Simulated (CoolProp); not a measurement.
Vapour-liquid equilibrium of R134a (1) + methanol (2) at 0.0406 MPa; x and y are mole fractions of (1).

Model: multi-fluid Helmholtz-energy mixture model, Tillner-Roth 1994 and de Reuck 1993; pair parameters Bell 2016, in CoolProp.

Task: Give the bubble temperature and the first vapour's composition at x = 0.05, 0.65, 0.95. Is there an azeotrope?

Result: x = 0.05: 261.2 K, y = 0.956; x = 0.65: 234.1 K, y = 0.996; x = 0.95: 229.7 K, y = 0.999. No azeotrope shows between x = 0.05 and 0.95.

The pair parameters rest on a limited set of measurements; away from them the model extrapolates. With so large a gap from Raoult's law the liquid may split in two, which this calculation doesn't test in full.
